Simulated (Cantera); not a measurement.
**B2H6 + H2O + N2 (boron, boron nitride and boron oxide)**

Charge: 1 mol B2H6, 0.079 mol H2O, 0.45 mol N2, held at 0.000490 bar.

Method: chemical equilibrium by Gibbs-energy minimisation in Cantera with the NASA 1993 tables (ideal gas, pure condensed phases). Candidate condensed phases: B, BN, B2O3, B3O3H3, H2O; 39 gas species. The feed counts by its element totals alone. N2 is the only nitrogen source here; it is nearly inert below about 1500 K, so the nitride shown seldom forms there in practice. Mutual solubility and eutectic melting of coexisting phases are not modelled. Equilibrium is a limit: real reactors are often held back by kinetics, nucleation or transport.

| T (K) | x H2 | x HBO | x B2O2 | x B2O3 | x HBO2 | x H | x B3O3H3 | n B(s) | n BN(s) | n B2O3(l) |
|---|---|---|---|---|---|---|---|---|---|---|
| 925 | 1.000 | 5.32e-6 | 2.78e-9 | 1.39e-10 | 1.39e-8 | 1.18e-8 | 0.000122 | 1.05 | 0.900 | 0.0260 |
| 975 | 1.000 | 2.16e-5 | 3.22e-8 | 2.00e-9 | 7.78e-8 | 5.17e-8 | 0.000131 | 1.05 | 0.900 | 0.0259 |
| 1025 | 1.000 | 7.62e-5 | 2.93e-7 | 2.20e-8 | 3.64e-7 | 1.97e-7 | 0.000138 | 1.05 | 0.900 | 0.0258 |
| 1075 | 1.000 | 0.000238 | 2.15e-6 | 1.91e-7 | 1.47e-6 | 6.63e-7 | 0.000143 | 1.05 | 0.900 | 0.0256 |
| 1125 | 0.999 | 0.000669 | 1.31e-5 | 1.36e-6 | 5.18e-6 | 2.01e-6 | 0.000147 | 1.05 | 0.900 | 0.0252 |
| 1175 | 0.998 | 0.00172 | 6.83e-5 | 8.14e-6 | 1.63e-5 | 5.53e-6 | 0.000150 | 1.04 | 0.900 | 0.0239 |
| 1225 | 0.995 | 0.00406 | 0.000310 | 4.18e-5 | 4.66e-5 | 1.40e-5 | 0.000152 | 1.04 | 0.900 | 0.0208 |
| 1275 | 0.989 | 0.00895 | 0.00124 | 0.000188 | 0.000122 | 3.31e-5 | 0.000152 | 1.04 | 0.900 | 0.0132 |
| 1325 | 0.979 | 0.0162 | 0.00342 | 0.000504 | 0.000226 | 7.31e-5 | 0.000101 | 1.02 | 0.900 | 0 |
| 1375 | 0.979 | 0.0174 | 0.00332 | 0.000294 | 0.000153 | 0.000153 | 1.64e-5 | 1.02 | 0.900 | 0 |
x: gas mole fraction; n: condensed amount in mol.

From 925 K to 1275 K the condensed part is B(s) + BN(s) + B2O3(l). From 1325 K to 1375 K the condensed part is B(s) + BN(s). The main B-bearing gas is B3O3H3 at 925 K and HBO at 1375 K.
